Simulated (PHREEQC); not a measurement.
A solution holds 0.0015 mol/kgw H2SO4, 0.057 mol/kgw AlCl3 and 0.024 mol/kgw MgCl2, at 77 °C. Closed to the air; pH follows from the charge balance.

Model: ion-association model, phreeqc.dat, run in PHREEQC.

No solid was allowed to form.

Question: Order these S species by the share of S that they hold, largest first: HSO4-, MgSO4, SO4-2, Al(SO4)2-, AlSO4+.

Answer: AlSO4+ (77 %), SO4-2 (11 %), MgSO4 (8.8 %), HSO4- (3.5 %), Al(SO4)2- (0.19 %)

The pH is 2.49 and the ionic strength 0.408 mol/kgw. Away from 25 °C the constants follow the database's enthalpies or fits; those with neither stay at their 25 °C values.
